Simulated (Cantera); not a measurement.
An adiabatic, constant-pressure homogeneous reactor starts with H₂ : O₂ : N₂ : H₂O = 1 : 0.455 : 1.71 : 0.099 (molar parts), equivalence ratio 1.1, at 1175 K and 500000 Pa. Integrator tolerance rtol = 1e-08.

Computed with Cantera and GRI-Mech 3.0 (53 species, 325 reactions). The hydrogen kinetics of GRI-Mech 3.0 are dated; newer H2 mechanisms differ, most at raised pressure.

Problem. What does this change do: N2 1.71 to 4.4 parts?

Solution. 
```json
[
 {"quantity": "time of steepest temperature rise", "before": "56.6 µs", "after": "58.5 µs"},
 {"quantity": "temperature at 0.100 s", "before": "2832 K", "after": "2254 K"},
 {"quantity": "equilibrium temperature", "before": "2832 K", "after": "2254 K"},
 {"quantity": "x(H₂) at 0.100 s", "before": "0.0514 (gas-phase equilibrium 0.0514)", "after": "0.0169 (gas-phase equilibrium 0.0169)"},
 {"quantity": "x(O₂) at 0.100 s", "before": "0.00472 (gas-phase equilibrium 0.00472)", "after": "5.97e-5 (gas-phase equilibrium 5.96e-5)"},
 {"quantity": "x(H₂O) at 0.100 s", "before": "0.318 (gas-phase equilibrium 0.318)", "after": "0.182 (gas-phase equilibrium 0.182)"},
 {"quantity": "x(HO₂) at 0.100 s", "before": "4.74e-6 (gas-phase equilibrium 4.74e-6)", "after": "3.11e-8 (gas-phase equilibrium 3.11e-8)"},
 {"quantity": "x(OH) at 0.100 s", "before": "0.0167 (gas-phase equilibrium 0.0167)", "after": "0.000725 (gas-phase equilibrium 0.000724)"}
]
```

Problem. What does this change do: initial temperature 1175 to 1750 K?

Solution. 
| quantity | before | after |
|---|---|---|
| time of steepest temperature rise | 56.6 µs | 1.39 µs |
| temperature at 0.100 s | 2832 K | 3050 K |
| equilibrium temperature | 2832 K | 3050 K |
| x(H₂) at 0.100 s | 0.0514 (gas-phase equilibrium 0.0514) | 0.0686 (gas-phase equilibrium 0.0686) |
| x(O₂) at 0.100 s | 0.00472 (gas-phase equilibrium 0.00472) | 0.00935 (gas-phase equilibrium 0.00935) |
| x(H₂O) at 0.100 s | 0.318 (gas-phase equilibrium 0.318) | 0.279 (gas-phase equilibrium 0.279) |
| x(HO₂) at 0.100 s | 4.74e-6 (gas-phase equilibrium 4.74e-6) | 1.12e-5 (gas-phase equilibrium 1.12e-5) |
| x(OH) at 0.100 s | 0.0167 (gas-phase equilibrium 0.0167) | 0.0303 (gas-phase equilibrium 0.0303) |
Above 3000 K some thermodynamic fits are extrapolated.
